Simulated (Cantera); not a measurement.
A perfectly stirred reactor is fed with CH₄ : N₂ = 1 : 1.7 (molar parts), at 0.00120 bar; it is held at 1825 K, and followed from long to short residence time.

Model: GRI-Mech 3.0 (53 species, 325 reactions), integrated in Cantera. GRI-Mech 3.0 stops at C3 and has no aromatics, soot or wall deposition, so with more carbon than oxygen in the feed, carbon stays in small species such as C2H2 where larger ones or solid carbon would form. Radical loss at walls, strong at low pressure, is not modelled.

Problem. What does this change do: temperature 1825 to 1023 K?

Solution. 
| quantity | before | after |
|---|---|---|
| x(CH₄) at τ = 1.10 s | 0.0952 | 0.370 |
| x(CH₂) at τ = 1.10 s | 6.77e-6 | <1e-12 |
| x(CH₃) at τ = 1.10 s | 0.00415 | 2.42e-10 |
| x(H) at τ = 1.10 s | 0.000679 | <1e-12 |
| x(H₂) at τ = 1.10 s | 0.296 | 1.21e-10 |
| x(CH₄) at τ = 72.0 ms | 0.331 | 0.370 |
| x(CH₂) at τ = 72.0 ms | 3.72e-6 | <1e-12 |
| x(CH₃) at τ = 72.0 ms | 0.00544 | 1.58e-11 |
| x(H) at τ = 72.0 ms | 5.33e-5 | <1e-12 |
| x(H₂) at τ = 72.0 ms | 0.0351 | 7.85e-12 |

Problem. What does this change do: temperature 1825 to 1523 K?

Solution. 
| quantity | before | after |
|---|---|---|
| x(CH₄) at τ = 1.10 s | 0.0952 | 0.362 |
| x(CH₂) at τ = 1.10 s | 6.77e-6 | 7.14e-8 |
| x(CH₃) at τ = 1.10 s | 0.00415 | 0.000828 |
| x(H) at τ = 1.10 s | 0.000679 | 1.54e-6 |
| x(H₂) at τ = 1.10 s | 0.296 | 0.00750 |
| x(CH₄) at τ = 72.0 ms | 0.331 | 0.370 |
| x(CH₂) at τ = 72.0 ms | 3.72e-6 | 3.71e-10 |
| x(CH₃) at τ = 72.0 ms | 0.00544 | 5.68e-5 |
| x(H) at τ = 72.0 ms | 5.33e-5 | 4.58e-8 |
| x(H₂) at τ = 72.0 ms | 0.0351 | 3.03e-5 |
